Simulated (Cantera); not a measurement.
Input: 1 mol C2H2, 0.099 mol O2, 2.3 mol H2, at 0.110 bar.

Method: chemical equilibrium by Gibbs-energy minimisation in Cantera with the NASA 1993 tables (ideal gas, pure condensed phases). Candidate condensed phases: C, C6H6, C7H8, C8H18, H2O; 110 gas species. Rates play no part.

x: gas mole fraction; n: condensed amount in mol.

```csv
T (K),x H2,x CO,x H,x C2H2 (acetylene),x CH4,x CH3,n C(graphite)
1823,0.942,0.0566,0.00127,0.000199,?,1.89e-6,1.80
1873,0.941,0.0566,0.00189,0.000294,?,2.39e-6,1.80
1923,0.940,0.0565,0.00275,0.000424,?,2.99e-6,1.80
1973,0.939,0.0565,0.00394,0.000601,?,3.69e-6,1.80
2023,0.937,0.0564,0.00554,0.000837,?,4.50e-6,1.80
2073,0.935,0.0564,0.00767,0.00115,?,5.44e-6,1.79
2123,0.932,0.0563,0.0104,0.00154,?,6.49e-6,1.79
2173,0.928,0.0562,0.0140,0.00205,?,7.68e-6,1.79
2223,0.923,0.0561,0.0186,0.00268,?,8.99e-6,1.78
2273,0.916,0.0559,0.0242,0.00345,?,1.04e-5,1.78
```

Q: Some entries are withheld; supply them.

A: 
- 1823, x CH4: 6.96e-5
- 1873, x CH4: 5.94e-5
- 1923, x CH4: 5.11e-5
- 1973, x CH4: 4.43e-5
- 2023, x CH4: 3.86e-5
- 2073, x CH4: 3.39e-5
- 2123, x CH4: 2.98e-5
- 2173, x CH4: 2.64e-5
- 2223, x CH4: 2.34e-5
- 2273, x CH4: 2.09e-5
